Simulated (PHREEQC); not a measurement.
Consider water at 25 °C with 0.0025 mol HF, 0.031 mol ZnSO4 and 0.00057 mol Na2SO4 per kg of water. Closed to the air; pH follows from the charge balance.

Model: ion-association model, phreeqc.dat, run in PHREEQC.

No solid was allowed to form.

Task: Order these Zn species by the share of Zn that they hold, largest first: Zn(SO4)2-2, Zn+2, ZnSO4, ZnF+.

Result: Zn+2 (58 %), ZnSO4 (37 %), Zn(SO4)2-2 (5.1 %), ZnF+ (0.43 %)

The pH is 3.15 and the ionic strength 0.0735 mol/kgw.
